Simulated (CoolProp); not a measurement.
Computed with CoolProp (reference Helmholtz-energy equation of state, Span 2000).

**Question.** For nitrogen, give the phase and the density (kg/m³), cp (kJ/(kg K)), speed of sound (m/s), expansivity (1/kK) at -68.35 °C and 1.38 MPa.

**Answer.** 
- -68.35 °C and 1.38 MPa: gas; density 23.3, cp 1.10, speed of sound 290, expansivity 5.42
